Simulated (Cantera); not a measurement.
An adiabatic, constant-pressure homogeneous reactor starts with 18.8 % CH₄, 17.1 % O₂, 64.2 % N₂, equivalence ratio 2.2, at 1450 K and 0.602 atm.

Model: GRI-Mech 3.0 (53 species, 325 reactions), integrated in Cantera.

One state of this run: T (K) = 2361; x CH₄ = 2.03e-11; x O₂ = 4.69e-6; x HO₂ = 2.96e-9; x H₂O = 0.112; x C₂H = <1e-12; x CH₃ = 1.44e-11; x H = 0.00748. x: mole fraction; the columns are a selection and need not sum to one.

Question: Which value of t (s) does it belong to?
(A) 0.000133
(B) 3.92e-5
(C) 0.000452
(D) 0.0601

Answer: D, 0.0601
